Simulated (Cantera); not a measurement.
Charge: 1 mol toluene, 1.8 mol H₂O, at 975 °C and 2.60 mbar.

Method: chemical equilibrium by Gibbs-energy minimisation in Cantera with the NASA 1993 tables (ideal gas, pure condensed phases). Candidate condensed phases: C, C₆H₆, C₇H₈, C₈H₁₈, H₂O; 110 gas species. Equilibrium is a limit: real reactors are often held back by kinetics, nucleation or transport.

Base state: H₂ 0.763, CO 0.237, CH₄ 1.69e-5 (mole fractions); condensed: C(graphite).

Question: What changes in the equilibrium state with this change: pressure from 2.60 mbar to 66.0 bar?

Answer: 
```tsv
species	before	after
H₂	0.763	0.515
CH₄	1.69e-5	0.195
CO	0.237	0.177
H₂O	7.23e-6	0.0924
CO₂	1.44e-6	0.0204
C₂H₆	<1e-9	7.59e-5
C₂H₄	2.18e-9	2.52e-5
C(graphite), mol	5.20	4.72
```
The ideal-gas law is rough above about 30 bar.
